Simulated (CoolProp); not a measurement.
R13 along the isobar 2800 kPa: density (kg/m³) from the reference equation and from simpler models built on Tc = 303.0 K, pc = 3973 kPa, ω = 0.175; each cubic takes its own stable root.

Computed with CoolProp (reference Helmholtz-energy equation of state, Platzer 1990). This equation is an older, rougher fit; its heat capacities, sound speeds and derivatives of the liquid may be far off and weren't checked against measurements.

```json
[
 {"T (K)": "163.2", "phase": "liquid", "reference": "1631"},
 {"T (K)": "182.3", "phase": "liquid", "reference": "1564"},
 {"T (K)": "201.4", "phase": "liquid", "reference": "1493"},
 {"T (K)": "220.5", "phase": "liquid", "reference": "1417"},
 {"T (K)": "239.6", "phase": "liquid", "reference": "1332"},
 {"T (K)": "258.8", "phase": "liquid", "reference": "1231"},
 {"T (K)": "277.9", "phase": "liquid", "reference": "1097"},
 {"T (K)": "297", "phase": "gas", "reference": "181.3"},
 {"T (K)": "316.1", "phase": "gas", "reference": "148.6"},
 {"T (K)": "335.3", "phase": "gas", "reference": "130.0"},
 {"T (K)": "354.4", "phase": "gas", "reference": "117.1"},
 {"T (K)": "373.5", "phase": "gas", "reference": "107.4"},
 {"T (K)": "392.6", "phase": "gas", "reference": "99.58"},
 {"T (K)": "411.8", "phase": "gas", "reference": "93.07"},
 {"T (K)": "430.9", "phase": "gas", "reference": "87.56"},
 {"T (K)": "450", "phase": "gas", "reference": "82.80"}
]
```

Question: How far does each simpler model (Soave-Redlich-Kwong, Peng-Robinson) lie from the reference over these 16 states: mean and median of the absolute difference, and the worst?

Answer: 
- Soave-Redlich-Kwong: mean 2.2 %, median 1.3 %, worst -9.5 % at 277.9 K and 2800 kPa
- Peng-Robinson: mean 4.6 %, median 2.2 %, worst +10.4 % at 201.4 K and 2800 kPa
